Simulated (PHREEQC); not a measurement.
Make-up at 25 °C: 1.9 mol HNO3 and 0.39 mol NiCl2 per kg of water. Closed to the air; pH follows from the charge balance.

Computed with PHREEQC (ion-association model, wateq4f.dat).

No solid was allowed to form.

Q: Estimate the pH.

A: pH -0.14.

Q: In which forms is Cl present?

A: Cl- 57 %, NiCl2 23 %, NiCl+ 19 % of the Cl.

Ionic strength above about 0.7 mol/kgw puts this run outside the model's range. Species that the database lacks are ignored.
